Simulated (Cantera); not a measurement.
**Chlorosilane synthesis and conversion: Si + Cl₂ + H₂**

A closed system holds: 1 mol Si, 2 mol Cl₂, a varied amount of H₂, at 0.133 bar.

Method: chemical equilibrium by Gibbs-energy minimisation in Cantera with the NASA 1993 tables (ideal gas, pure condensed phases). Candidate condensed phases: Si; 19 gas species. The tables' values for SiCl₃ are old estimates. Rates play no part.

Stable condensed phases:

```
T in K \ n(H₂) in mol
         0.89  2.4  3.8  5.3  6.8  8.2  9.7   11   13   14
   1573     A    A    A    A    A    A    A    A    A    A
   1523     A    A    A    A    A    A    A    A    A    B
   1473     A    A    A    A    A    A    A    A    B    B
   1423     A    A    A    A    A    A    A    A    B    B
   1373     A    A    A    A    A    A    A    B    B    B
   1323     A    A    A    A    A    A    B    B    B    B
   1273     A    A    A    A    A    B    B    B    B    B
   1223     A    A    A    A    B    B    B    B    B    B
   1173     A    A    A    A    B    B    B    B    B    B
   1123     A    A    A    A    A    B    B    B    B    B
   1073     A    A    A    A    A    A    A    A    B    B
   1023     A    A    A    A    A    A    A    A    A    A
    973     A    A    A    A    A    A    A    A    A    A
    923     A    A    A    A    A    A    A    A    A    A
```

A: gas only; B: Si.
